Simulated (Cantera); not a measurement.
Input (Python, Cantera) and output of one run.

```python
import numpy as np
import cantera as ct

gas_names = [...]  # 113 gases of nasa_gas.yaml made of C, H, O, Pb
cond_names = """
    C(gr) C6H6(L) C7H8(L) C8H18(L),n-octa H2O(s) H2O(L) Pb(cr) Pb(L) PbO(rd) PbO(yw) PbO(L) PbO2(s)
    Pb3O4(s)
""".split()


# ... load() reads the species with a 1 bar reference pressure and builds the phases ...
atoms = {
    'Pb': {'Pb': 1},
    'CO2': {'C': 1, 'O': 2},
    'H2': {'H': 2},
}
top_T = {'C(gr)': 4500, 'Pb3O4(s)': 820}  # K; cautious upper limits of use, not melting points


# ... equilibrate(T, P, feed) seeds the gas with the atoms and calls Mixture.equilibrate('TP', solver="vcs", rtol=1e-11, max_steps=5000) ...
results = []
feed = {'Pb': 1, 'CO2': 0.47, 'H2': 3.8}  # mol
P = 133.322  # Pa
for T in [723, 823, 923, 1023, 1123, 1223, 1323, 1423, 1523, 1623, 1723]:
    mix = equilibrate(T, P, feed)
    results.append((T, P, feed, dict(zip(mix.species_names, mix.species_moles))))

top = {s: max(r[3][s] / sum(r[3][g] for g in gas_names) for r in results) for s in gas_names}
cols = sorted((s for s in top if top[s] > 1e-05), key=lambda s: -top[s])[:8]
seen = [c for c in cond_names if any(r[3].get(c, 0) > 1e-12 for r in results)]
print("log10 of partial pressures in bar; condensed amounts in mol")
print(f"{'T/K':>10s}" + "".join(f"{s[:9]:>10s}" for s in cols + seen))
for T, P, feed, n in results:
    ng = sum(n[g] for g in gas_names)
    print(f"{T:10.4g}" + "".join(f"{np.log10(max(n[s] / ng * P / 1e5, 1e-99)):10.3f}" for s in cols)
          + "".join(f"{n.get(c, 0):10.4g}" for c in seen))
```

Output:

```
log10 of partial pressures in bar; condensed amounts in mol
       T/K        H2        Pb       H2O        CO       CO2         H       CH4       PbO     Pb(L)
       723    -2.961    -8.509    -4.038    -4.052    -4.245   -14.554    -5.858   -17.568         1
       823    -2.967    -6.872    -3.967    -3.968    -4.409   -12.618    -7.810   -14.795    0.9996
       923    -2.973    -5.596    -3.924    -3.924    -4.565   -11.098    -9.363   -12.635    0.9919
      1023    -2.984    -4.574    -3.905    -3.905    -4.711    -9.875   -10.638   -10.910    0.9129
      1123    -3.041    -3.738    -3.944    -3.944    -4.887    -8.891   -11.835    -9.499    0.3218
      1223    -3.070    -3.597    -3.961    -3.961    -5.018    -8.057   -12.781    -8.879         0
      1323    -3.070    -3.597    -3.954    -3.954    -5.107    -7.335   -13.514    -8.474         0
      1423    -3.071    -3.597    -3.950    -3.949    -5.183    -6.713   -14.143    -8.126         0
      1523    -3.072    -3.597    -3.946    -3.946    -5.249    -6.172   -14.689    -7.824         0
      1623    -3.073    -3.597    -3.944    -3.944    -5.306    -5.697   -15.168    -7.559         0
      1723    -3.074    -3.598    -3.942    -3.942    -5.356    -5.276   -15.592    -7.326         0
```

Method: chemical equilibrium by Gibbs-energy minimisation in Cantera with the NASA 1993 tables (ideal gas, pure condensed phases).
